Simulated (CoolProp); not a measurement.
A single-stage vapour-compression cycle with R507A: evaporating at 235.15 K (dew point), condensing at 300.15 K (bubble point), superheat 10 K, subcooling 0 K, compressor efficiency 0.6, no pressure losses. Each further row changes one setting.

Model: reference Helmholtz-energy equation of state, Lemmon 2003, in CoolProp. It is a pseudo-pure fit of the blend.

| case | cooling COP | pressure ratio | discharge temperature (K) | refrigerating effect (kJ/kg) | volumetric capacity (kJ/m³) |
|---|---|---|---|---|---|
| as stated | [?] | 8.92 | 346.8 | 110 | 854 |
| evaporating temperature 240.15 K | 1.65 | 7.19 | 342.7 | [?] | [?] |
| condensing temperature 295.15 K | 1.65 | 7.81 | [?] | 118 | 913 |
| subcooling 5 K | 1.54 | 8.92 | 346.8 | 118 | 913 |
| superheat 20 K | 1.47 | 8.92 | [?] | 118 | 875 |
| compressor efficiency 0.5 | 1.20 | 8.92 | 361.1 | 110 | 854 |

Question: Fill in the missing entries.

Answer: 
- as stated, cooling COP: 1.44
- evaporating temperature 240.15 K, refrigerating effect (kJ/kg): 113
- evaporating temperature 240.15 K, volumetric capacity (kJ/m³): 1080
- condensing temperature 295.15 K, discharge temperature (K): 340.4
- superheat 20 K, discharge temperature (K): 358.3
